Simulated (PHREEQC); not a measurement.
Cooling-tower water (model solution)

Synthetic water in mg/kgw, 25 °C, pH 6.58, pe 11.7:

```json
[
 {"constituent": "Na", "mg/kgw": "4.68"},
 {"constituent": "K", "mg/kgw": "24"},
 {"constituent": "Ca", "mg/kgw": "140"},
 {"constituent": "Mg", "mg/kgw": "48.8"},
 {"constituent": "Cl", "mg/kgw": "242"},
 {"constituent": "S(6) as SO4", "mg/kgw": "71.1"},
 {"constituent": "Alkalinity as HCO3", "mg/kgw": "206"},
 {"constituent": "Sr", "mg/kgw": "1.13"},
 {"constituent": "N(5) as NO3", "mg/kgw": "7.55"}
]
```

Valence states are taken as typed.

Model: ion-association model, phreeqc.dat, run in PHREEQC.

Precipitation was switched off in this run.

Problem. What specific conductance, charge-balance error does the model give?

Solution. specific conductance 1240 µS/cm; charge-balance error 0.2 %.

Problem. In which forms is Mg present?

Solution. Mg+2 93 %, MgSO4 4.3 %, MgHCO3+ 2.2 % of the Mg.

Complexes and solids missing from the database can't appear.
